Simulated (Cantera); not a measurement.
A perfectly stirred reactor is fed with 0.204 % CH2O, 2.72 % O2, 97.1 % N2, equivalence ratio 0.075, at 1.00 atm; it is held at 1525 K, and followed from long to short residence time.

Cantera simulation using GRI-Mech 3.0 (53 species, 325 reactions); the numbers are that mechanism's predictions, not measurements.

### Question
Predict: x(CH2O) at τ = 2.80 s; x(O2) at τ = 2.80 s; x(H2O) at τ = 2.80 s; x(CO) at τ = 2.80 s; x(CH2O) at τ = 0.110 s; x(O2) at τ = 0.110 s; x(H2O) at τ = 0.110 s; x(CO) at τ = 0.110 s.

### Answer
- x(CH2O) at τ = 2.80 s: 1.31e-7
- x(O2) at τ = 2.80 s: 0.0251
- x(H2O) at τ = 2.80 s: 0.00203
- x(CO) at τ = 2.80 s: 1.04e-5
- x(CH2O) at τ = 0.110 s: 1.03e-6
- x(O2) at τ = 0.110 s: 0.0251
- x(H2O) at τ = 0.110 s: 0.00200
- x(CO) at τ = 0.110 s: 9.64e-5
